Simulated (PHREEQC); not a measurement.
## Alkaline etch or developer: speciation

Make-up at 54 °C: 0.22 mol/kgw KOH, 3.8e-06 mol/kgw H4SiO4 and 0.037 mol/kgw K2CO3. Closed to the air; pH follows from the charge balance.

Model: ion-association model, phreeqc.dat, run in PHREEQC.

The pH is 12.32 and the ionic strength comes out as 0.331 mol/kgw. The activity of water is 0.991. The specific conductance is 88700 µS/cm. The density is 1.001 g/cm³. The total alkalinity is 294 meq/kg.

```json
[
 {"species": "K+", "molality": "0.294", "activity": "0.194", "log γ": "-0.181"},
 {"species": "OH-", "molality": "0.220", "activity": "0.144", "log γ": "-0.186"},
 {"species": "CO3-2", "molality": "0.0369", "activity": "0.00908", "log γ": "-0.609"},
 {"species": "HCO3-", "molality": "8.89e-5", "activity": "6.26e-5", "log γ": "-0.152"},
 {"species": "H2SiO4-2", "molality": "2.49e-6", "activity": "6.12e-7", "log γ": "-0.609"},
 {"species": "H3SiO4-", "molality": "1.31e-6", "activity": "8.74e-7", "log γ": "-0.175"},
 {"species": "H4SiO4", "molality": "1.13e-9", "activity": "1.22e-9", "log γ": "0.033"}
]
```

Precipitation was switched off in this run. Constants without temperature data keep their 25 °C values here.
